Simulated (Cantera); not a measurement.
Input: 1 mol Fe2O3, 47 mol HCl, held at 1048.15 K.

Method: chemical equilibrium by Gibbs-energy minimisation in Cantera with the NASA 1993 tables (ideal gas, pure condensed phases). Candidate condensed phases: Fe, FeCl2, FeCl3, FeO, Fe(OH)2, Fe(OH)3, Fe2O3, Fe3O4, H2O; 22 gas species. The numbers say what is thermodynamically allowed, not how fast it happens.

x: gas mole fraction; n: condensed amount in mol.

```
P (Pa)  x HCl   x H2O   x FeCl3  x FeCl2      x Cl       x Cl2  n Fe2O3(s)
------  -----  ------  --------  -------  --------  ----------  ----------
1       0.929  0.0315  0.000432   0.0253   0.00866  (withheld)       0.391
10      0.941  0.0276   0.00173   0.0193   0.00455  (withheld)       0.504
100     0.944  0.0288   0.00520   0.0147   0.00180     0.00541       0.534
1000    0.936  0.0347    0.0121   0.0111  0.000553     0.00513       0.458
10000   0.918  0.0466    0.0232  0.00777  0.000151  (withheld)       0.277
100000  0.890  0.0651    0.0360  0.00475   3.84e-5  (withheld)           0
```

Task: Some entries are withheld; supply them.

Result: 
- 1, x Cl2: 0.00126
- 10, x Cl2: 0.00346
- 10000, x Cl2: 0.00382
- 100000, x Cl2: 0.00247
